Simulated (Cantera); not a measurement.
A Cantera script and what it prints.

```python
import numpy as np
import cantera as ct

gas_names = """
    H H2 H2S N NH NH2 NH3 N2 N2H2 N2H4 S SH SN S2 S8
""".split()
cond_names = """
    S(cr1) S(cr2) S(L)
""".split()


# ... load() reads the species with a 1 bar reference pressure and builds the phases ...
atoms = {
    'H2S': {'H': 2, 'S': 1},
    'H2': {'H': 2},
    'N2': {'N': 2},
}
top_T = {}  # K; cautious upper limits of use, not melting points


# ... equilibrate(T, P, feed) seeds the gas with the atoms and calls Mixture.equilibrate('TP', solver="vcs", rtol=1e-11, max_steps=5000) ...
results = []
T = 1173  # K
P = 430000  # Pa
for m in [2.8, 6, 9.2, 12, 16, 19, 22, 25, 28, 32, 35]:
    feed = {'H2S': 1, 'H2': 1.7, 'N2': m}  # mol
    mix = equilibrate(T, P, feed)
    results.append((T, P, feed, dict(zip(mix.species_names, mix.species_moles))))

top = {s: max(r[3][s] / sum(r[3][g] for g in gas_names) for r in results) for s in gas_names}
cols = sorted((s for s in top if top[s] > 1e-05), key=lambda s: -top[s])[:6]
seen = [c for c in cond_names if any(r[3].get(c, 0) > 1e-12 for r in results)]
print("log10 of partial pressures in bar; condensed amounts in mol")
print(f"{'n(N2)':>10s}" + "".join(f"{s[:9]:>10s}" for s in cols + seen))
for T, P, feed, n in results:
    ng = sum(n[g] for g in gas_names)
    print(f"{feed['N2']:10.4g}" + "".join(f"{np.log10(max(n[s] / ng * P / 1e5, 1e-99)):10.3f}" for s in cols)
          + "".join(f"{n.get(c, 0):10.4g}" for c in seen))
```

Result:

```
log10 of partial pressures in bar; condensed amounts in mol
     n(N2)        N2        H2       H2S       NH3        S2        SH
       2.8     0.340     0.124    -0.107    -3.307    -3.340    -4.120
         6     0.472    -0.075    -0.307    -3.540    -3.341    -4.220
       9.2     0.522    -0.211    -0.443    -3.719    -3.342    -4.289
        12     0.545    -0.303    -0.535    -3.844    -3.343    -4.335
        16     0.566    -0.407    -0.640    -3.990    -3.344    -4.388
        19     0.576    -0.472    -0.705    -4.082    -3.345    -4.420
        22     0.583    -0.528    -0.762    -4.162    -3.346    -4.449
        25     0.589    -0.577    -0.812    -4.234    -3.347    -4.474
        28     0.593    -0.622    -0.857    -4.299    -3.347    -4.497
        32     0.598    -0.675    -0.910    -4.376    -3.349    -4.524
        35     0.601    -0.711    -0.946    -4.428    -3.349    -4.542
```

Method: chemical equilibrium by Gibbs-energy minimisation in Cantera with the NASA 1993 tables (ideal gas, pure condensed phases). Gases not in the tables: S3 to S7.
